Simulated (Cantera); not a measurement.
## Stirred combustor or abatement burner

A perfectly stirred reactor is fed with 17.3 % CO, 2.59 % H2, 2.42 % CH4, 12.3 % O2, 65.4 % N2, equivalence ratio 1.2, at 1.00 bar; it is adiabatic with a 400 K inlet, and is followed from long to short residence time, starting on the burning branch (τ in s: 0.11, 0.049, 0.021, 0.0093, 0.004, 0.0018, 0.00077, 0.00034, 0.00015, 6.4e-05, 2.8e-05, 1.2e-05).

Detailed kinetics in Cantera: GRI-Mech 3.0 (53 species, 325 reactions).

| τ (s) | T (K) | x CO | x H2 | x CH4 | x C2H2 | x CO2 |
|---|---|---|---|---|---|---|
| 0.11 | 2094 | 0.0524 | 0.00490 | 1.51e-6 | 2.01e-10 | 0.160 |
| 0.049 | 2071 | 0.0545 | 0.00518 | 2.39e-6 | 2.66e-10 | 0.157 |
| 0.021 | 2035 | 0.0576 | 0.00563 | 3.96e-6 | 3.55e-10 | 0.154 |
| 0.0093 | 1988 | 0.0615 | 0.00623 | 6.65e-6 | 4.86e-10 | 0.149 |
| 0.0040 | 1925 | 0.0663 | 0.00702 | 1.18e-5 | 7.24e-10 | 0.143 |
| 0.0018 | 1851 | 0.0713 | 0.00787 | 2.15e-5 | 1.17e-9 | 0.137 |
| 0.00077 | 1758 | 0.0771 | 0.00876 | 4.40e-5 | 2.25e-9 | 0.130 |
| 0.00034 | 1651 | 0.0844 | 0.00939 | 9.95e-5 | 5.02e-9 | 0.121 |
| 0.00015 | 1511 | 0.0996 | 0.00959 | 0.000304 | 1.53e-8 | 0.103 |
| 6.4e-5 | 400 | 0.173 | 0.0259 | 0.0242 | <1e-12 | <1e-12 |
| 2.8e-5 | 400 | 0.173 | 0.0259 | 0.0242 | <1e-12 | <1e-12 |
| 1.2e-5 | 400 | 0.173 | 0.0259 | 0.0242 | <1e-12 | <1e-12 |
x: mole fraction; the columns are a selection and need not sum to one.
